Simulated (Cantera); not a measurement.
Equilibrium for silicon carbide growth: SiH₄ + C₃H₈ + H₂

Feed: 1 mol SiH₄, 0.06 mol C₃H₈, a varied amount of H₂, equilibrated at 2473 K and 0.430 bar.

These are equilibrium values from Cantera (NASA tables, ideal gas, pure condensed phases), not measurements of a reactor. Candidate condensed phases: C, C₆H₆, C₇H₈, C₈H₁₈, Si, SiC; 87 gas species. Gases not in the tables: Si₂H₆ and higher silanes. Kinetics and transport are ignored.

```
n(H₂) (mol)   x H₂     x H     x Si     x SiH    x Si₂C    x SiH₂  x C₂H₂ (acetylene)  n SiC(s)
-----------  -----  ------  -------  --------  --------  --------  ------------------  --------
64           0.953  0.0332  0.00891   0.00157   0.00119  0.000875            0.000473    0.0176
140          0.960  0.0333  0.00475  0.000840  0.000310  0.000469            0.000402         0
210          0.962  0.0334  0.00333  0.000590  0.000134  0.000330            0.000311         0
290          0.963  0.0334  0.00248  0.000440   6.59e-5  0.000246            0.000244         0
360          0.964  0.0334  0.00203  0.000360   4.03e-5  0.000201            0.000204         0
440          0.964  0.0334  0.00168  0.000298   2.53e-5  0.000167            0.000172         0
510          0.965  0.0334  0.00146  0.000259   1.78e-5  0.000145            0.000151         0
580          0.965  0.0334  0.00129  0.000229   1.31e-5  0.000128            0.000134         0
660          0.965  0.0334  0.00114  0.000202   9.64e-6  0.000113            0.000119         0
730          0.965  0.0334  0.00103  0.000183   7.55e-6  0.000103            0.000108         0
```
x: gas mole fraction; n: condensed amount in mol.

At 64 mol H₂ the condensed part is SiC(s). From 140 mol H₂ to 730 mol H₂ nothing is condensed. The main Si-bearing gas is Si throughout.
